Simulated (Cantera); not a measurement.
An isothermal, constant-pressure homogeneous reactor starts with H2 : O2 : N2 = 0.4 : 1 : 0.55 (molar parts), at 1450 K and 1000 Pa.

Model: GRI-Mech 3.0 (53 species, 325 reactions), integrated in Cantera. Radical loss at walls, strong at low pressure, is not modelled. The temperature is held fixed by assumption; the heat of reaction is taken as removed at once.

x: mole fraction; the columns are a selection and need not sum to one.

```json
[
 {"t (s)": "3.00e-5", "x H2": "0.205", "x O2": "0.513", "x NO": "<1e-12", "x NO2": "<1e-12", "x H": "9.88e-8"},
 {"t (s)": "0.000119", "x H2": "0.205", "x O2": "0.513", "x NO": "<1e-12", "x NO2": "<1e-12", "x H": "8.87e-7"},
 {"t (s)": "0.000475", "x H2": "0.203", "x O2": "0.512", "x NO": "<1e-12", "x NO2": "<1e-12", "x H": "0.000747"},
 {"t (s)": "0.00189", "x H2": "0.0138", "x O2": "0.392", "x NO": "2.67e-7", "x NO2": "1.57e-12", "x H": "0.0678"},
 {"t (s)": "0.00754", "x H2": "0.0131", "x O2": "0.398", "x NO": "1.53e-6", "x NO2": "9.62e-12", "x H": "0.0600"},
 {"t (s)": "0.0300", "x H2": "0.0100", "x O2": "0.415", "x NO": "4.73e-6", "x NO2": "3.88e-11", "x H": "0.0360"},
 {"t (s)": "0.119", "x H2": "…", "x O2": "0.445", "x NO": "7.31e-6", "x NO2": "1.63e-10", "x H": "…"},
 {"t (s)": "0.475", "x H2": "…", "x O2": "0.456", "x NO": "7.57e-6", "x NO2": "8.76e-10", "x H": "…"},
 {"t (s)": "1.89", "x H2": "1.98e-5", "x O2": "0.457", "x NO": "7.60e-6", "x NO2": "2.21e-9", "x H": "2.60e-6"},
 {"t (s)": "7.54", "x H2": "4.05e-6", "x O2": "0.457", "x NO": "7.60e-6", "x NO2": "5.84e-9", "x H": "2.41e-7"},
 {"t (s)": "30.0", "x H2": "3.22e-6", "x O2": "0.457", "x NO": "7.61e-6", "x NO2": "7.02e-9", "x H": "1.71e-7"}
]
```

### Question
Complete the blanks.

### Answer

- 0.119, x H2: 0.00298
- 0.119, x H: 0.00499
- 0.475, x H2: 0.000223
- 0.475, x H: 9.84e-5
